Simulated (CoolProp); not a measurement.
The fluid at 293.15 K and 0.424 MPa is throttled through a valve to 0.0671 MPa with no heat exchange. The same conditions are run with several fluids, on thermodynamics alone (safety and materials aside).

Values from CoolProp's reference Helmholtz-energy equation of state of each fluid (nitrogen: Span 2000; R1132(E): Akasaka 2024; ethylene: Smukala 2000; carbon monoxide: Lemmon 2006; hydrogen sulfide: Lemmon 2006).

**Question.** Rank nitrogen, R1132(E), ethylene, carbon monoxide, hydrogen sulfide by temperature change (K), highest first.

**Answer.** nitrogen (-0.8), carbon monoxide (-0.9), ethylene (-3.9), R1132(E) (-6.2), hydrogen sulfide (-6.6)

| fluid | final density (kg/m³) |
|---|---|
| nitrogen | 0.773 |
| R1132(E) | 1.82 |
| ethylene | 0.786 |
| carbon monoxide | 0.774 |
| hydrogen sulfide | 0.965 |
